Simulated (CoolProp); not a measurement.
1000 sccm (0 °C, 1 atm) of nitrogen bubbles through liquid the fluoroketone C6F12O (FK-5-1-12) at 301.9 K and leaves saturated at a total pressure of 0.15 MPa (ideal gas phase). Each further row changes one setting.

Computed with CoolProp (reference Helmholtz-energy equation of state, McLinden 2015).

```json
[
 {"case": "as stated", "vapour pressure (kPa)": "47.2", "mole fraction of vapour": "0.315", "delivery (mg/min)": "6470", "delivery (sccm)": "459", "change of delivery for a bath 1 K warmer (%)": "6.2"},
 {"case": "bath temperature 306.9 K", "vapour pressure (kPa)": "57.6", "mole fraction of vapour": "0.384", "delivery (mg/min)": "8800", "delivery (sccm)": "624", "change of delivery for a bath 1 K warmer (%)": "6.6"},
 {"case": "total pressure 0.3 MPa", "vapour pressure (kPa)": "47.2", "mole fraction of vapour": "0.157", "delivery (mg/min)": "2630", "delivery (sccm)": "187", "change of delivery for a bath 1 K warmer (%)": "5.0"}
]
```
